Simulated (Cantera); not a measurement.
Input: 1 mol SiH₄, 0.13 mol NH₃, 7.1 mol N₂, equilibrated at 1973 K and 60.0 Torr.

Cantera equilibrium calculation (NASA polynomials, part measured and part estimated; ideal gas, pure solids and liquids). Candidate condensed phases: Si, Si₃N₄; 18 gas species. The tables' values for SiN are old estimates; treat these amounts as uncertain. Gases not in the tables: Si₂H₆ and higher silanes. Kinetics and transport are ignored.

### Question
What is the equilibrium state?

### Answer
```
Quantity       Result
----------  ---------
x(N₂)           0.764
x(H₂)           0.233
x(H)          0.00230
x(Si)        0.000394
x(SiH)        3.89e-5
x(Si₂N)       3.65e-5
x(SiN)        2.71e-5
x(SiH₂)       2.12e-5
x(Si₂)        3.83e-6
n(Si(l))    0.995 mol
gas amount  9.375 mol
```
